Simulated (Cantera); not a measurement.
A Cantera script and its output.

```python
import numpy as np
import cantera as ct

surf = ct.Interface("ptcombust.yaml", "Pt_surf")
gas = surf.adjacent["gas"]
gas.TPX = 750, 200000, {'CH4': 0.0066, 'O2': 0.11, 'N2': 1.2}
surf.TP = 750, 200000
reactor = ct.FlowReactor(gas, clone=False)
reactor.area = 0.0001  # m2
reactor.surface_area_to_volume_ratio = 3300  # 1/m
reactor.mass_flow_rate = 0.067 * reactor.area * gas.density  # inlet velocity 0.067 m/s
reactor.energy_enabled = False
wall = ct.ReactorSurface(surf, reactor, clone=False)
net = ct.ReactorNet([reactor])
net.rtol, net.atol = 1e-8, 1e-16
show, cover = ['CH4', 'O2', 'H2O', 'CO2', 'CO'], ['PT(S)', 'H(S)', 'O(S)', 'OH(S)', 'CO(S)', 'C(S)']

rows = []
print(f"{'z/m':>9s}{'u/(m/s)':>9s}" + "".join(f"{s:>13s}" for s in show + cover))
for z in [0.00093, 0.0016, 0.0026, 0.0043, 0.0072, 0.012, 0.02, 0.033, 0.056, 0.093]:
    net.advance(z)
    rows.append([reactor.speed, *gas[show].X, *surf[cover].coverages])
    print(f"{z:9.4g}{rows[-1][0]:9.3g}" + "".join(f"{x:13.4e}" for x in rows[-1][1:]))
```

Output:

```
      z/m  u/(m/s)          CH4           O2          H2O          CO2           CO        PT(S)         H(S)         O(S)        OH(S)        CO(S)         C(S)
  0.00093    0.067   4.9795e-03   8.3482e-02   6.6770e-05   3.2997e-05   3.8713e-07   1.4424e-02   1.1228e-10   9.8538e-01   1.9704e-04   1.7886e-06   2.0620e-09
   0.0016    0.067   4.9556e-03   8.3434e-02   1.1457e-04   5.6883e-05   4.0358e-07   1.4423e-02   1.4582e-10   9.8532e-01   2.5709e-04   1.7828e-06   2.0518e-09
   0.0026    0.067   4.9202e-03   8.3363e-02   1.8549e-04   9.2341e-05   4.0304e-07   1.4423e-02   1.8455e-10   9.8525e-01   3.2642e-04   1.7705e-06   2.0373e-09
   0.0043    0.067   4.8604e-03   8.3244e-02   3.0491e-04   1.5205e-04   3.9830e-07   1.4425e-02   2.3571e-10   9.8516e-01   4.1795e-04   1.7497e-06   2.0133e-09
   0.0072    0.067   4.7602e-03   8.3043e-02   5.0540e-04   2.5230e-04   3.9018e-07   1.4431e-02   3.0276e-10   9.8503e-01   5.3772e-04   1.7153e-06   1.9738e-09
    0.012    0.067   4.5985e-03   8.2720e-02   8.2867e-04   4.1393e-04   3.7709e-07   1.4443e-02   3.8736e-10   9.8487e-01   6.8844e-04   1.6606e-06   1.9109e-09
     0.02    0.067   4.3404e-03   8.2204e-02   1.3447e-03   6.7194e-04   3.5618e-07   1.4467e-02   4.9391e-10   9.8465e-01   8.7736e-04   1.5738e-06   1.8109e-09
    0.033    0.067   3.9496e-03   8.1423e-02   2.1261e-03   1.0626e-03   3.2448e-07   1.4509e-02   6.2305e-10   9.8438e-01   1.1045e-03   1.4420e-06   1.6592e-09
    0.056    0.067   3.3370e-03   8.0198e-02   3.3505e-03   1.6747e-03   2.7468e-07   1.4581e-02   7.8729e-10   9.8403e-01   1.3895e-03   1.2327e-06   1.4185e-09
    0.093    0.067   2.5348e-03   7.8595e-02   4.9539e-03   2.4762e-03   2.0920e-07   1.4683e-02   9.6683e-10   9.8362e-01   1.6950e-03   9.5192e-07   1.0953e-09
```

Cantera simulation using Deutschmann's 1995 Pt surface mechanism with GRI-Mech 3.0 gas chemistry; the numbers are that mechanism's predictions, not measurements. Catalytic surfaces can have several steady states; this one follows from the mechanism file's or the stated starting coverage. Mass transfer to the wall is taken as infinitely fast.
